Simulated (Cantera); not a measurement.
Input: 1 mol SiCl4, 0.52 mol HCl, 8.4 mol H2, held at 523.15 K and 13300 Pa.

These are equilibrium values from Cantera (NASA tables, ideal gas, pure condensed phases), not measurements of a reactor. Candidate condensed phases: Si; 19 gas species. Rates play no part.

Base state: H2 0.847, SiCl4 0.101, HCl 0.0524 (mole fractions); condensed: gas only.

Q: What changes in the equilibrium state with this change: temperature from 523.15 K to 1173.15 K?

A: 
```json
[
 {"species": "H2", "before": "0.847", "after": "0.816"},
 {"species": "HCl", "before": "0.0524", "after": "0.0842"},
 {"species": "SiCl4", "before": "0.101", "after": "0.0729"},
 {"species": "SiHCl3", "before": "5.55e-6", "after": "0.0165"},
 {"species": "SiCl3", "before": "<1e-9", "after": "0.00576"},
 {"species": "SiCl2", "before": "<1e-9", "after": "0.00449"},
 {"species": "SiH2Cl2", "before": "<1e-9", "after": "0.000476"}
]
```
The tables' values for SiCl3 are old estimates; treat these amounts as uncertain.

Q: What changes in the equilibrium state with this change: temperature from 523.15 K to 1575 K?

A: 
| species | before | after |
|---|---|---|
| H2 | 0.847 | 0.695 |
| HCl | 0.0524 | 0.212 |
| SiCl2 | <1e-9 | 0.0754 |
| SiCl4 | 0.101 | 0.00422 |
| SiCl3 | <1e-9 | 0.0110 |
| SiH2Cl2 | <1e-9 | 0.000133 |
| H | <1e-9 | 9.49e-5 |
The tables' values for SiCl3 are old estimates; treat these amounts as uncertain.

Q: What changes in the equilibrium state with this change: 0.71 mol N2 added?

A: 
```
species        before    after
-------------  ------  -------
H2              0.847    0.730
HCl            0.0524    0.151
SiCl4           0.101   0.0680
N2                  0   0.0477
NH3                 0  0.00338
Si3N4(s), mol       0   0.0912
```
N2 is the only nitrogen source here; it is nearly inert below about 1500 K, so the nitride shown seldom forms there in practice. Further candidate phases: NH4Cl, Si3N4.
